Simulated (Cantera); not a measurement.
Hydrogen reduction and annealing atmospheres: Al2O3 + H2 + H2O

A closed system holds: 1 mol Al2O3, 9.5 mol H2, 1.5 mol H2O, at 1475 K and 54000 Pa.

Cantera equilibrium calculation (NASA polynomials, part measured and part estimated; ideal gas, pure solids and liquids). Candidate condensed phases: Al, Al2O3, H2O; 19 gas species. Gases not in the tables: Al(OH)3. The numbers say what is thermodynamically allowed, not how fast it happens.

```
Quantity                             Result
--------------------------------  ---------
x(H2)                                 0.864
x(H2O)                                0.136
x(H)                                1.64e-5
n(Al2O3(s))                        1.00 mol
gas amount                        11.00 mol
log10 activity of Al(l) (absent)     -11.32
```
